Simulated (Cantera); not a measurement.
Equilibrium for silicon epitaxy and polysilicon growth: Si3H8 + Cl2 + N2

A closed system holds: 1 mol Si3H8, 0.24 mol Cl2, 3.6 mol N2, equilibrated at 925 °C and 290 Pa.

Equilibrium computed with Cantera from the NASA thermochemical tables; the gas is ideal and each condensed phase is pure. Candidate condensed phases: NH4Cl, Si, Si3N4; 28 gas species. The feed counts by its element totals alone. N2 is the only nitrogen source here; it is nearly inert below about 1500 K, so the nitride shown seldom forms there in practice. The numbers say what is thermodynamically allowed, not how fast it happens.

| Property | Value |
|---|---|
| x(H2) | 0.644 |
| x(N2) | 0.274 |
| x(HCl) | 0.0821 |
| x(SiCl2) | 2.58e-5 |
| x(SiCl4) | 5.82e-6 |
| x(SiCl3) | 4.12e-6 |
| x(H) | 2.84e-6 |
| x(SiHCl3) | 1.23e-6 |
| n(Si3N4(s)) | 1.000 mol |
| gas amount | 5.840 mol |
| log10 activity of Si(s) (absent) | -2.98 |
